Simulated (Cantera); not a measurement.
Charge: 1 mol HMDSO, 0.34 mol O₂, 120 mol N₂, 1.9 mol O₃, at 1.00 bar.

These are equilibrium values from Cantera (NASA tables, ideal gas, pure condensed phases), not measurements of a reactor. Candidate condensed phases: C, C₆H₆, C₇H₈, C₈H₁₈, H₂O, Si, SiC, SiO₂, Si₂N₂O, Si₃N₄; 151 gas species. The feed counts by its element totals alone. N₂ is the only nitrogen source here; it is nearly inert below about 1500 K, so the nitride shown seldom forms there in practice. Mutual solubility and eutectic melting of coexisting phases are not modelled. The tables hold silica as quartz up to 1696 K and as liquid above; real silica turns to tridymite and cristobalite and melts near 1996 K. Equilibrium is a limit: real reactors are often held back by kinetics, nucleation or transport. All values below are at 1127 °C.

Base state: N₂ 0.888, H₂ 0.0670, CO 0.0447, H₂O 3.95e-5, HCN 3.42e-5, CO₂ 1.21e-5 (mole fractions); condensed: SiO₂(β-quartz) + Si₂N₂O(s).

### Question
What changes in the equilibrium state with this change: O₃ from 1.9 to 0.14 mol?

### Answer
| species | before | after |
|---|---|---|
| N₂ | 0.888 | 0.922 |
| H₂ | 0.0670 | 0.0696 |
| CO | 0.0447 | 0.00852 |
| CO₂ | 1.21e-5 | 1.24e-7 |
| H₂O | 3.95e-5 | 2.21e-6 |
| CH₄ | 5.48e-6 | 2.09e-5 |
| SiO₂(β-quartz), mol | 0.252 | 0 |
| Si₂N₂O(s), mol | 0.874 | 1.000 |
| C(graphite), mol | 0 | 4.88 |
